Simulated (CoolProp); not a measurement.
Vapour-liquid equilibrium of toluene (1) + n-decane (2) at 7.57 kPa; x and y are mole fractions of (1).

Model: multi-fluid Helmholtz-energy mixture model, Lemmon 2006 and Lemmon 2006; pair parameters Bell 2016, in CoolProp.

```tsv
x	bubble temperature (°C)	y at the bubble point	dew temperature at overall composition x (°C)	liquid density (mol/L)
0.05	85.9	0.333	93.1	4.888
0.15	72.8	0.672	?	5.218
0.25	?	0.816	88.2	5.554
0.35	?	0.885	85.4	5.905
0.45	52.7	0.923	82.1	6.281
0.55	49.2	0.947	78.4	6.689
0.65	46.5	0.963	73.9	7.140
0.75	44.1	0.975	68.4	7.643
0.85	42.1	?	?	8.210
0.95	40.1	0.995	48.7	8.856
```

Q: Complete the blanks.

A: 
- 0.15, dew temperature at overall composition x (°C): 90.8
- 0.25, bubble temperature (°C): 63.8
- 0.35, bubble temperature (°C): 57.4
- 0.85, y at the bubble point: 0.986
- 0.85, dew temperature at overall composition x (°C): 60.8

No azeotrope shows between x = 0.05 and 0.95.

The pair parameters rest on a limited set of measurements; away from them the model extrapolates.
